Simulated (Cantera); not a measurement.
Cantera run:

```python
import numpy as np
import cantera as ct

gas_names = """
    N N2 Pb Pb2
""".split()
cond_names = """
    Pb(cr) Pb(L)
""".split()


def load(file, names, dense=False):
    # The tables refer to 1 bar. Condensed volumes are neglected.
    table = {s.name: s for s in ct.Species.list_from_file(file)}
    out = []
    for n in names:
        d = dict(table[n].input_data)
        d["thermo"] = dict(d["thermo"], **{"reference-pressure": 1e5})
        if dense:
            d["equation-of-state"] = {"model": "constant-volume", "density": "1e6 g/cm^3"}
        out.append(ct.Species.from_dict(d))
    return out


gas = ct.Solution(thermo="ideal-gas", species=load("nasa_gas.yaml", gas_names))
cond = {s.name: ct.Solution(thermo="fixed-stoichiometry", species=[s], name=s.name)
        for s in load("nasa_condensed.yaml", cond_names, dense=True)}
atoms = {
    'Pb': {'Pb': 1},
    'N2': {'N': 2},
}
top_T = {}  # K; cautious upper limits of use, not melting points


def equilibrate(T, P, feed):
    n = {}
    for name, mol in feed.items():
        for a, k in atoms[name].items():
            n[a] = n.get(a, 0.0) + k * mol
    gas.TPX = T, P, n
    mass = sum(n.values()) * gas.mean_molecular_weight
    gas.equilibrate("TP")
    valid = [c for c in cond.values() if c.min_temp <= T <= top_T.get(c.name, c.max_temp)]
    mix = ct.Mixture([(gas, mass / gas.mean_molecular_weight)] + [(c, 0.0) for c in valid])
    mix.T, mix.P = T, P
    mix.equilibrate("TP", solver="vcs", rtol=1e-11, max_steps=5000)
    return mix


results = []
feed = {'Pb': 1, 'N2': 90}  # mol
P = 10000  # Pa
for T in [1050, 1100, 1150, 1200, 1250, 1300, 1350, 1400, 1450, 1500, 1550]:
    mix = equilibrate(T, P, feed)
    results.append((T, P, feed, dict(zip(mix.species_names, mix.species_moles))))

top = {s: max(r[3][s] / sum(r[3][g] for g in gas_names) for r in results) for s in gas_names}
cols = sorted((s for s in top if top[s] > 1e-06), key=lambda s: -top[s])[:9]
seen = [c for c in cond_names if any(r[3].get(c, 0) > 1e-12 for r in results)]
print("log10 of partial pressures in bar; condensed amounts in mol")
print(f"{'T/K':>10s}" + "".join(f"{s[:9]:>10s}" for s in cols + seen))
for T, P, feed, n in results:
    ng = sum(n[g] for g in gas_names)
    print(f"{T:10.4g}" + "".join(f"{np.log10(max(n[s] / ng * P / 1e5, 1e-99)):10.3f}" for s in cols)
          + "".join(f"{n.get(c, 0):10.4g}" for c in seen))
```

Output:

```
log10 of partial pressures in bar; condensed amounts in mol
       T/K        N2        Pb     Pb(L)
      1050    -1.000    -4.332    0.9581
      1100    -1.001    -3.917    0.8908
      1150    -1.001    -3.538    0.7385
      1200    -1.003    -3.192    0.4174
      1250    -1.005    -2.959         0
      1300    -1.005    -2.959         0
      1350    -1.005    -2.959         0
      1400    -1.005    -2.959         0
      1450    -1.005    -2.959         0
      1500    -1.005    -2.959         0
      1550    -1.005    -2.959         0
```

These are equilibrium values from Cantera (NASA tables, ideal gas, pure condensed phases), not measurements of a reactor.
